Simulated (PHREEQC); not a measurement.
NaOH is added in steps, without added water, to 1 kg of water holding 12 mmol/kgw HF, 0.62 mmol/kgw CsF and 26 mmol/kgw HCl, at 25 °C. O2 is buffered at 0.21 atm. CO2 from the air is kept out. Solids allowed: Halite. Others were left out.

Base run: PHREEQC, ion-association model, wateq4f.dat. Each further column changes one thing. The table gives HF (mol/kgw).

```
NaOH added (mol)      base  CsF from 0.00062 to 0.0031 mol/kgw  diluted 100-fold with water  diluted 10-fold with water  no solid may form
----------------  --------  ----------------------------------  ---------------------------  --------------------------  -----------------
0                   0.0115                              0.0136                      4.13e-5                    0.000991             0.0115
0.003975            0.0114                              0.0135                     5.25e-13                    1.08e-10             0.0114
0.009275            0.0113                              0.0133                     2.12e-13                    3.44e-12             0.0113
0.01325             0.0111                              0.0130                     1.46e-13                    1.99e-12             0.0111
0.01723             0.0108                              0.0126                     1.11e-13                    1.39e-12             0.0108
0.02252             0.0100                              0.0112                     8.42e-14                    9.96e-13             0.0100
0.0265             0.00864                             0.00920                     7.12e-14                    8.20e-13            0.00864
0.03047            0.00621                             0.00637                     6.17e-14                    6.96e-13            0.00621
0.03578            0.00195                             0.00196                     5.23e-14                    5.79e-13            0.00195
0.03975           1.05e-10                            1.26e-10                     4.69e-14                    5.13e-13           1.05e-10
0.04372           3.22e-11                            3.85e-11                     4.25e-14                    4.61e-13           3.22e-11
0.04902           1.67e-11                            1.99e-11                     3.77e-14                    4.06e-13           1.67e-11
0.053             1.22e-11                            1.46e-11                     3.48e-14                    3.72e-13           1.22e-11
```

wateq4f.dat counts part of the HF as a dimer, H2F2, which phreeqc.dat doesn't know; its constant is uncertain.
